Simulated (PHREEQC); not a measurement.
Metal-bearing waste water: speciation

A solution holds 0.096 mol CuSO4, 3.6e-05 mol NiCl2, 5.3e-05 mol NaH2PO4 and 0.038 mol Na2SO4 per kg of water, at 75 °C. Closed to the air; pH follows from the charge balance.

Equilibrium calculation in PHREEQC: ion-association model, wateq4f.dat.

This is a speciation only: nothing precipitates in the calculation.

Question: Predict the pH, ionic strength.

Answer: pH 4.16; ionic strength 0.276 mol/kgw.

Question: In which forms is Cu present?

Answer: CuSO4 53 %, Cu+2 46 %, Cu2(OH)2+2 0.7 % of the Cu.

Saturation is exceeded, for instance for Tenorite (slow to form); the values hold only as long as no solid forms. H3PO4, which wateq4f.dat lacks, is added to it with the constant of phreeqc.dat. Away from 25 °C the constants follow the database's enthalpies or fits; those with neither stay at their 25 °C values. The database has no phosphate complexes of Cu, Ni.
